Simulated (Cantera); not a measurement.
# SiH₄ + O₂ + CO₂ (silicon oxide and oxynitride deposition)

Feed: 1 mol SiH₄, 2.1 mol O₂, a varied amount of CO₂, held at 1200 K and 0.133 bar.

Cantera equilibrium calculation (NASA polynomials, part measured and part estimated; ideal gas, pure solids and liquids). Candidate condensed phases: C, C₆H₆, C₇H₈, C₈H₁₈, H₂O, Si, SiC, SiO₂; 123 gas species. The tables hold silica as quartz up to 1696 K and as liquid above; real silica turns to tridymite and cristobalite and melts near 1996 K. The numbers say what is thermodynamically allowed, not how fast it happens.

```
n(CO₂) (mol)  x CO₂   x H₂O     x O₂     x OH  n SiO₂(β-quartz)
------------  -----  ------  -------  -------  ----------------
2.6           0.553   0.426   0.0213  5.76e-6              1.00
3.8           0.644   0.339   0.0169  4.86e-6              1.00
5.5           0.724   0.263   0.0132  4.02e-6              1.00
7.9           0.790   0.200  0.01000  3.27e-6              1.00
11            0.840   0.153  0.00763  2.67e-6              1.00
16            0.884   0.110  0.00552  2.10e-6              1.00
23            0.916  0.0797  0.00398  1.64e-6              1.00
```
x: gas mole fraction; n: condensed amount in mol.

From 2.6 mol CO₂ to 23 mol CO₂ the condensed part is SiO₂(β-quartz).
